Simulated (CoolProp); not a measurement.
Vapour-liquid equilibrium of dimethyl carbonate (1) + n-octane (2) at 0.217 MPa; x and y are mole fractions of (1).

Computed with CoolProp (multi-fluid Helmholtz-energy mixture model, Zhou 2011 and Beckmüller 2019; pair parameters Bell 2016).

```
x      bubble temperature, mixture model (°C)  bubble temperature, Raoult's law (°C)  y, mixture model  y, Raoult's law
-----  --------------------------------------  -------------------------------------  ----------------  ---------------
0.05                                    145.9                                  152.2             0.229            0.121
0.125                                   135.6                                  147.7               ___            0.274
0.2                                     128.8                                  143.7             0.558            0.399
0.275                                   124.4                                  140.0             0.631            0.504
0.35                                    121.4                                  136.6             0.679            0.592
0.425                                     ___                                  133.6             0.713            0.667
0.5                                     118.0                                  130.7             0.739            0.732
0.575                                   117.0                                  128.1               ___            0.788
0.65                                    116.2                                  125.6             0.782            0.837
0.725                                   115.6                                  123.3             0.805            0.880
0.8                                     115.2                                  121.2               ___            0.918
0.875                                   115.0                                  119.2             0.875            0.951
0.95                                    115.3                                  117.2             0.937            0.982
```

### Question
What belongs in the gaps?

### Answer

- 0.125, y, mixture model: 0.439
- 0.425, bubble temperature, mixture model (°C): 119.4
- 0.575, y, mixture model: 0.761
- 0.8, y, mixture model: 0.834

The largest gap from Raoult's law is -15.6 K in bubble temperature, at x = 0.275. y crosses x between x = 0.8 and 0.875: the model has an azeotrope there.

Pair parameters are fitted to limited data, so mixtures are less certain than the pure fluids.
